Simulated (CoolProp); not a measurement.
Values from CoolProp's reference Helmholtz-energy equation of state, Lemmon 2013.

Q: For propylene, give the phase and the density (kg/m³), expansivity (1/kK), viscosity (µPa s), Prandtl number at 301.85 °C and 4140 kPa; 301.85 °C and 8280 kPa.

A: 
- 301.85 °C and 4140 kPa: gas; density 38.8, expansivity 2.24, viscosity 17.6, Prandtl number 0.759
- 301.85 °C and 8280 kPa: supercritical; density 81.7, expansivity 2.75, viscosity 20.2, Prandtl number 0.864

Viscosity comes from a separate model (Huber 2003), an estimate that may be off by 10 % or more. Thermal conductivity comes from a separate model (Huber 2003), an estimate that may be off by 10 % or more.
